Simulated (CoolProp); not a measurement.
The numbers come from the reference Helmholtz-energy equation of state, Thol 2017 in CoolProp.

**Question.** For decamethyltetrasiloxane (MD2M), give the phase and the cp (kJ/(kg K)), isothermal compressibility (1/MPa), expansivity (1/kK), fugacity coefficient at 320.2 K and 1740 kPa.

**Answer.** 
- 320.2 K and 1740 kPa: liquid; cp 1.78, isothermal compressibility 0.00189, expansivity 1.18, fugacity coefficient 0.000192
